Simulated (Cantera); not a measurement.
Mixture: C3H8 : O2 : N2 : H2O = 1 : 3.33 : 12.5 : 2.7 (molar parts), equivalence ratio 1.5, at 1.01 bar, adiabatic and at constant volume. Ignition delay is the time to a rise of 400 K.

Model: GRI-Mech 3.0 (53 species, 325 reactions), integrated in Cantera. GRI-Mech 3.0 was tuned for natural gas; its chemistry of propane as a main component is partial and can be far from experiment.

Problem. Predict: delay at 1100 K; delay at 1300 K; delay at 1500 K; delay at 1700 K; apparent activation energy between 1600 and 1800 K.

Solution. 
```json
{
 "delay at 1100 K": "63.8 ms",
 "delay at 1300 K": "1.18 ms",
 "delay at 1500 K": "89.3 µs",
 "delay at 1700 K": "19.8 µs",
 "apparent activation energy between 1600 and 1800 K": "140 kJ/mol"
}
```
